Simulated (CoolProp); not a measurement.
Vapour-liquid equilibrium of carbon dioxide (1) + CH2F2 (R32) (2) at 827 kPa; x and y are mole fractions of (1).

Values from CoolProp's multi-fluid Helmholtz-energy mixture model, Span 1996 and Tillner-Roth 1997; pair parameters Bell 2016.

Problem. Give the bubble temperature and the first vapour's composition at x = 0.05, 0.15, 0.95. Is there an azeotrope?

Solution. x = 0.05: 269.2 K, y = 0.160; x = 0.15: 261.1 K, y = 0.407; x = 0.95: 229.1 K, y = 0.987. No azeotrope shows between x = 0.05 and 0.95.

Pair parameters are fitted to limited data, so mixtures are less certain than the pure fluids.
